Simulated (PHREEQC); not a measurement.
Make-up at 25 °C: 0.12 mol K2CO3, 0.0002 mol Fe(NO3)3 and 7e-05 mol H3BO3 per kg of water. Closed to the air; pH follows from the charge balance.

Model: ion-association model, phreeqc.dat, run in PHREEQC.

Each row changes one thing in this solution. This is a speciation only: nothing precipitates in the calculation.

```csv
case,pH,ionic strength (mol/kgw),CO3-2 (mol/kgw),HCO3- (mol/kgw),Fe(OH)3 (mol/kgw),CO2 (mol/kgw),SI of Fe(OH)3(a) (Fe(OH)3),SI of Goethite (FeOOH)
as made,11.33,0.356,0.116,0.00414,6.71e-7,2.86e-8,+1.53,+7.43
K2CO3 from 0.12 to 0.012 mol/kgw,10.88,0.0342,0.0102,0.00178,2.43e-6,4.48e-8,+2.06,+7.95
0.0015 mol/kgw NaOH added,11.42,0.357,0.116,0.00338,5.48e-7,1.90e-8,+1.44,+7.34
diluted 10-fold with water,11.02,0.0347,0.0107,0.00134,1.77e-7,2.45e-8,+0.92,+6.81
H3BO3 left out,11.34,0.356,0.116,0.00411,6.65e-7,2.81e-8,+1.53,+7.42
```

Complexes and solids missing from the database can't appear. Some of these states are supersaturated (in Fe(OH)3(a), Hematite (slow to form), for instance).
